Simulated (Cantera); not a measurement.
An adiabatic, constant-pressure homogeneous reactor starts with 11.4 % CO, 0.775 % H2, 3.76 % CH4, 17.7 % O2, 66.4 % N2, equivalence ratio 0.77, at 1125 K and 100000 Pa.

Detailed kinetics in Cantera: GRI-Mech 3.0 (53 species, 325 reactions).

x: mole fraction; the columns are a selection and need not sum to one.

```json
[
 {"t (s)": "2.00e-6", "T (K)": "1125", "x CO": "0.114", "x H2": "0.00775", "x CH4": "0.0376", "x O": "4.05e-10", "x OH": "8.76e-11", "x CH2O": "<1e-12"},
 {"t (s)": "6.50e-6", "T (K)": "1125", "x CO": "0.114", "x H2": "0.00775", "x CH4": "0.0376", "x O": "7.90e-10", "x OH": "2.66e-10", "x CH2O": "3.28e-12"},
 {"t (s)": "2.11e-5", "T (K)": "1125", "x CO": "0.114", "x H2": "0.00775", "x CH4": "0.0376", "x O": "1.08e-9", "x OH": "4.33e-10", "x CH2O": "6.55e-11"},
 {"t (s)": "6.86e-5", "T (K)": "1125", "x CO": "0.114", "x H2": "0.00775", "x CH4": "0.0376", "x O": "1.33e-9", "x OH": "6.16e-10", "x CH2O": "9.98e-10"},
 {"t (s)": "0.000223", "T (K)": "1125", "x CO": "0.114", "x H2": "0.00775", "x CH4": "0.0376", "x O": "2.37e-9", "x OH": "1.40e-9", "x CH2O": "…"},
 {"t (s)": "0.000724", "T (K)": "1125", "x CO": "0.114", "x H2": "0.00775", "x CH4": "0.0376", "x O": "1.35e-8", "x OH": "9.65e-9", "x CH2O": "…"},
 {"t (s)": "0.00235", "T (K)": "1126", "x CO": "0.114", "x H2": "0.00772", "x CH4": "0.0374", "x O": "2.35e-7", "x OH": "2.01e-7", "x CH2O": "…"},
 {"t (s)": "0.00765", "T (K)": "1311", "x CO": "0.117", "x H2": "0.0121", "x CH4": "0.0216", "x O": "3.12e-5", "x OH": "6.35e-5", "x CH2O": "…"},
 {"t (s)": "0.0248", "T (K)": "2523", "x CO": "0.0253", "x H2": "0.00240", "x CH4": "<1e-12", "x O": "0.00357", "x OH": "0.00955", "x CH2O": "2.44e-11"},
 {"t (s)": "0.0807", "T (K)": "2520", "x CO": "0.0253", "x H2": "0.00240", "x CH4": "<1e-12", "x O": "0.00349", "x OH": "0.00944", "x CH2O": "2.42e-11"},
 {"t (s)": "0.262", "T (K)": "2520", "x CO": "0.0253", "x H2": "0.00240", "x CH4": "<1e-12", "x O": "0.00349", "x OH": "0.00944", "x CH2O": "2.42e-11"},
 {"t (s)": "0.852", "T (K)": "2520", "x CO": "0.0253", "x H2": "0.00240", "x CH4": "<1e-12", "x O": "0.00349", "x OH": "0.00944", "x CH2O": "2.42e-11"},
 {"t (s)": "2.77", "T (K)": "2520", "x CO": "0.0253", "x H2": "0.00240", "x CH4": "<1e-12", "x O": "0.00349", "x OH": "0.00944", "x CH2O": "2.42e-11"},
 {"t (s)": "9.00", "T (K)": "2520", "x CO": "0.0253", "x H2": "0.00240", "x CH4": "<1e-12", "x O": "0.00349", "x OH": "0.00944", "x CH2O": "2.42e-11"}
]
```

Q: Complete the blanks.

A: 
- 0.000223, x CH2O: 1.44e-8
- 0.000724, x CH2O: 3.47e-7
- 0.00235, x CH2O: 4.26e-5
- 0.00765, x CH2O: 0.00147
